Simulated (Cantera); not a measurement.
A closed system holds: 1 mol Fe2O3, 0.36 mol C, 1.4 mol H2, held at 1652 °C.

These are equilibrium values from Cantera (NASA tables, ideal gas, pure condensed phases), not measurements of a reactor. Candidate condensed phases: C, C6H6, C7H8, C8H18, Fe, Fe(CO)5, FeO, Fe(OH)2, Fe(OH)3, Fe2O3, Fe3O4, H2O; 114 gas species. The tables' stoichiometric FeO is somewhat more stable than real wüstite, so its field is too wide. FeO: taken at fixed stoichiometry. Equilibrium is a limit: real reactors are often held back by kinetics, nucleation or transport.

x: gas mole fraction; n: condensed amount in mol.

| P (Pa) | x H2 | x H2O | x Fe | x CO | x CO2 | x H | x FeO | n FeO(l) |
|---|---|---|---|---|---|---|---|---|
| 10 | 0.138 | 0.420 | 0.232 | 0.0875 | 0.0617 | 0.0356 | 0.0116 | 1.41 |
| 52 | (withheld) | (withheld) | (withheld) | (withheld) | (withheld) | (withheld) | (withheld) | (withheld) |
| 270 | 0.412 | 0.348 | 0.0309 | 0.165 | 0.0323 | 0.0118 | 0.000431 | 1.94 |
| 1400 | 0.448 | 0.336 | 0.00671 | 0.173 | 0.0301 | 0.00541 | 8.32e-5 | 1.99 |
| 7200 | 0.458 | 0.334 | (withheld) | 0.174 | 0.0296 | (withheld) | (withheld) | 2.00 |
| 37000 | 0.460 | 0.334 | 0.000262 | 0.175 | 0.0295 | 0.00107 | 3.15e-6 | 2.00 |
| 190000 | 0.461 | 0.334 | 5.11e-5 | 0.175 | 0.0295 | 0.000471 | 6.13e-7 | 2.00 |
| 1000000 | 0.461 | 0.334 | 9.72e-6 | 0.175 | 0.0295 | 0.000205 | 1.16e-7 | 2.00 |

### Question
What belongs in the gaps?

### Answer

- 52, x H2: 0.303
- 52, x H2O: 0.383
- 52, x Fe: 0.107
- 52, x CO: 0.139
- 52, x CO2: 0.0408
- 52, x H: 0.0231
- 52, x FeO: 0.00224
- 52, n FeO(l): 1.78
- 7200, x Fe: 0.00134
- 7200, x H: 0.00241
- 7200, x FeO: 1.62e-5
